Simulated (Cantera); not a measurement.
A Cantera script and its output.

```python
import numpy as np
import cantera as ct

gas = ct.Solution("h2o2.yaml")
gas.TPX = 1275, 2666, {'H2': 0.045, 'O2': 1}
reactor = ct.IdealGasConstPressureReactor(gas, energy="off", clone=False)
net = ct.ReactorNet([reactor])
net.rtol, net.atol = 1e-08, 1e-18
show = ['H2', 'O2', 'O', 'H', 'H2O', 'HO2', 'OH']
times = np.geomspace(0.0005, 300, 15)

steps = ct.SolutionArray(gas, extra=["t"])
rows = []
print(f"{'t/s':>10s}{'T/K':>9s}{'P/Pa':>11s}" + "".join(f"{s:>11s}" for s in show))
for t in times:
    while net.time < t:
        t_next = net.step()
        steps.append(gas.state, t=t_next)
    rows.append([np.interp(t, steps.t, y) for y in (steps.T, steps.P, *steps(*show).X.T)])
    print(f"{t:10.3e}{rows[-1][0]:9.1f}{rows[-1][1]:11.4g}" + "".join(f"{x:11.3e}" for x in rows[-1][2:]))
rate = np.gradient(steps.T, steps.t)
print("integrator steps:", len(steps.t))
if steps.T.max() > steps.T[0] + 200:
    print(f"time of steepest temperature rise: {steps.t[rate.argmax()]:.4e} s")
gas.TPX = 1275, 2666, {'H2': 0.045, 'O2': 1}
gas.equilibrate("TP")
print(f"equilibrium (TP): T = {gas.T:.1f} K  " + "  ".join(f"{s} {gas[s].X[0]:.3e}" for s in show))
```

It prints:

```
       t/s      T/K       P/Pa         H2         O2          O          H        H2O        HO2         OH
 5.000e-04   1275.0       2666  4.301e-02  9.569e-01  2.935e-05  1.118e-05  4.052e-05  2.702e-07  2.128e-05
 1.293e-03   1275.0       2666  2.261e-03  9.242e-01  2.666e-02  6.728e-03  3.481e-02  5.596e-06  5.309e-03
 3.345e-03   1275.0       2666  5.836e-04  9.259e-01  2.694e-02  4.372e-03  3.867e-02  4.708e-06  3.550e-03
 8.653e-03   1275.0       2666  4.303e-04  9.343e-01  1.936e-02  2.683e-03  4.015e-02  4.281e-06  3.058e-03
 2.238e-02   1275.0       2666  2.185e-04  9.451e-01  9.555e-03  9.361e-04  4.196e-02  3.305e-06  2.188e-03
 5.789e-02   1275.0       2666  6.631e-05  9.525e-01  2.854e-03  1.534e-04  4.318e-02  1.842e-06  1.210e-03
 1.497e-01   1275.0       2666  1.387e-05  9.551e-01  5.955e-04  1.467e-05  4.369e-02  6.869e-07  5.561e-04
 3.873e-01   1275.0       2666  2.686e-06  9.558e-01  1.157e-04  1.261e-06  4.388e-02  1.965e-07  2.460e-04
 1.002e+00   1275.0       2666  5.840e-07  9.559e-01  2.531e-05  1.291e-07  4.395e-02  5.599e-08  1.152e-04
 2.591e+00   1275.0       2666  1.509e-07  9.560e-01  6.578e-06  1.711e-08  4.398e-02  2.259e-08  5.877e-05
 6.702e+00   1275.0       2666  4.661e-08  9.560e-01  2.042e-06  2.960e-09  4.399e-02  1.838e-08  3.274e-05
 1.734e+01   1275.0       2666  1.986e-08  9.560e-01  8.723e-07  8.285e-10  4.400e-02  2.241e-08  2.140e-05
 4.484e+01   1275.0       2666  1.542e-08  9.560e-01  6.777e-07  5.682e-10  4.400e-02  2.450e-08  1.886e-05
 1.160e+02   1275.0       2666  1.532e-08  9.560e-01  6.731e-07  5.625e-10  4.400e-02  2.457e-08  1.879e-05
 3.000e+02   1275.0       2666  1.532e-08  9.560e-01  6.731e-07  5.625e-10  4.400e-02  2.457e-08  1.879e-05
integrator steps: 2028
equilibrium (TP): T = 1275.0 K  H2 1.532e-08  O2 9.560e-01  O 6.731e-07  H 5.625e-10  H2O 4.400e-02  HO2 2.457e-08  OH 1.879e-05
```

Detailed kinetics in Cantera: the H2/O2 subset of GRI-Mech 3.0, which has no nitrogen chemistry. Radical loss at walls, strong at low pressure, is not modelled. The temperature is held fixed by assumption; the heat of reaction is taken as removed at once.
